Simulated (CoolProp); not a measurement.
Properties of n-undecane along the isobar 101 kPa (Tc = 365.7 °C, pc = 1990 kPa, ω = 0.539).

Model: reference Helmholtz-energy equation of state, Aleksandrov 2011, in CoolProp. It is a short technical equation, of lower accuracy than the large ones.

```csv
T (°C),phase,density (kg/m³),cp (kJ/(kg K)),Joule-Thomson coefficient (K/MPa),fugacity coefficient
37.15,liquid,727.2,2.255,-0.4119,0.001392
52.55,liquid,715.5,2.309,-0.3957,0.003792
68.05,liquid,703.7,2.365,-0.3783,0.009279
83.45,liquid,691.9,2.424,-0.3599,0.02049
98.85,liquid,680.0,2.484,-0.3403,0.04164
114.25,liquid,668.0,2.545,?,0.07870
129.65,liquid,655.7,2.607,-0.2963,0.1396
145.15,liquid,643.1,2.670,-0.2710,0.2351
160.55,liquid,630.3,2.734,-0.2431,0.3756
175.95,liquid,617.1,2.798,-0.2115,0.5746
191.35,liquid,603.4,2.863,-0.1750,0.8454
206.75,gas,4.218,2.483,27.94,0.9417
222.25,gas,?,2.532,23.76,0.9488
237.65,gas,?,2.582,20.50,0.9546
```

Fill in the missing entries.


- 114.25, Joule-Thomson coefficient (K/MPa): -0.3191
- 222.25, density (kg/m³): 4.052
- 237.65, density (kg/m³): 3.903
